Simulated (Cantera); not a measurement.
Charge: 1 mol Ti(OiPr)₄, 0.36 mol C₃H₈, 2 mol H₂, at 1725 K and 443 Torr.

Cantera equilibrium calculation (NASA polynomials, part measured and part estimated; ideal gas, pure solids and liquids). Candidate condensed phases: C, C₆H₆, C₇H₈, C₈H₁₈, H₂O, Ti, TiC, TiO, TiO₂, Ti₂O₃, Ti₃O₅, Ti₄O₇; 113 gas species. The feed counts by its element totals alone. TiC: taken at fixed stoichiometry. Equilibrium is a limit: real reactors are often held back by kinetics, nucleation or transport.

Q: What is the equilibrium state?

A: x(H₂): 0.813
x(CO): 0.187
x(CH₄): 0.000389
x(H): 0.000218
x(C₂H₂ (acetylene)): 7.49e-5
x(H₂O): 3.76e-5
x(CO₂): 2.45e-6
x(CH₃): 2.12e-6
x(C₂H₄): 1.44e-6
n(C(graphite)): 8.07 mol
n(TiC(s)): 1.00 mol
gas amount: 21.43 mol
log10 activity of Ti₂O₃(s) (absent): -4.60
log10 activity of Ti(β) (absent): -4.92
log10 activity of Ti₃O₅(s) (absent): -7.60
